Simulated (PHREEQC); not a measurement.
Dissolve 0.2 mol CuSO4 and 0.0264 mol KCl per kg of water at 25 °C. Closed to the air; pH follows from the charge balance.

The numbers come from PHREEQC with the ion-association model, wateq4f.dat.

```json
{
 "pH": "4.43",
 "ionic_strength": "0.412 mol/kgw",
 "activity_of_water": "0.994"
}
```

```
species     molality  activity   log γ
----------  --------  --------  ------
CuSO4          0.101     0.111   0.041
Cu+2          0.0971    0.0256  -0.578
SO4-2         0.0956    0.0212  -0.654
Cl-           0.0247    0.0162  -0.182
K+            0.0232    0.0152  -0.182
KSO4-        0.00323   0.00227  -0.153
CuCl+        0.00169   0.00112  -0.178
HSO4-       0.000111   7.58e-5  -0.168
Cu2(OH)2+2   7.40e-5   2.11e-5  -0.545
H+           4.76e-5   3.67e-5  -0.113
CuOH+        1.04e-5   6.94e-6  -0.178
CuCl2        8.89e-6   9.77e-6   0.041
Cu(OH)2      3.57e-7   3.92e-7   0.041
```

This is a speciation only: nothing precipitates in the calculation. Saturation is exceeded, for instance for Antlerite, Brochantite; the values hold only as long as no solid forms. Species that the database lacks are ignored.
